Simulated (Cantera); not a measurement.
A closed system holds: 1 mol CO, 0.03 mol CO₂, at 2823 K and 10.0 mbar.

Method: chemical equilibrium by Gibbs-energy minimisation in Cantera with the NASA 1993 tables (ideal gas, pure condensed phases). Candidate condensed phases: C; 12 gas species. Equilibrium is a limit: real reactors are often held back by kinetics, nucleation or transport.

Base state: CO 0.972, O 0.0139, CO₂ 0.0137, O₂ 0.000551 (mole fractions); condensed: gas only.

### Question
What changes in the equilibrium state with this change: temperature from 2823 K to 1025 K?

### Answer
| species | before | after |
|---|---|---|
| CO | 0.972 | 0.971 |
| CO₂ | 0.0137 | 0.0291 |
| O | 0.0139 | <1e-9 |
| O₂ | 0.000551 | <1e-9 |
